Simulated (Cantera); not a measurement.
# Cu2O + H2 (hydrogen reduction and annealing atmospheres)

A closed system holds: 1 mol Cu2O, 590 mol H2, held at 1.40 bar.

Cantera equilibrium calculation (NASA polynomials, part measured and part estimated; ideal gas, pure solids and liquids). Candidate condensed phases: Cu, CuO, Cu(OH)2, Cu2O, H2O; 12 gas species. Rates play no part.

From 550 °C to 1050 °C the condensed part is Cu(s). From 1150 °C to 1650 °C the condensed part is Cu(l). From 1750 °C to 1850 °C nothing is condensed.

```tsv
T (°C)	log p H2	log p Cu	log p H	log p H2O	log p Cu2	log p OH	n Cu(s)	n Cu(l)
550	0.15	<-11	-11.06	-2.62	<-11	<-11	2.00	0
650	0.15	<-11	-9.54	-2.62	<-11	<-11	2.00	0
750	0.15	-10.42	-8.31	-2.62	<-11	<-11	2.00	0
850	0.15	-8.90	-7.30	-2.62	<-11	<-11	2.00	0
950	0.15	-7.64	-6.45	-2.62	<-11	-11.26	2.00	0
1050	0.15	-6.57	-5.73	-2.62	-10.56	-10.34	2.00	0
1150	0.15	-5.68	-5.10	-2.62	-9.32	-9.54	0	2.00
1250	0.15	-4.92	-4.56	-2.62	-8.26	-8.84	0	1.99
1350	0.15	-4.26	-4.09	-2.62	-7.35	-8.24	0	1.98
1450	0.15	-3.67	-3.67	-2.62	-6.54	-7.70	0	1.91
1550	0.15	-3.15	-3.29	-2.63	-5.83	-7.22	0	1.70
1650	0.14	-2.69	-2.95	-2.63	-5.19	-6.79	0	1.13
1750	0.14	-2.33	-2.65	-2.63	-4.73	-6.40	0	0
1850	0.14	-2.33	-2.37	-2.63	-4.97	-6.05	0	0
```
log p: log10 of the partial pressure in bar; n: condensed amount in mol.
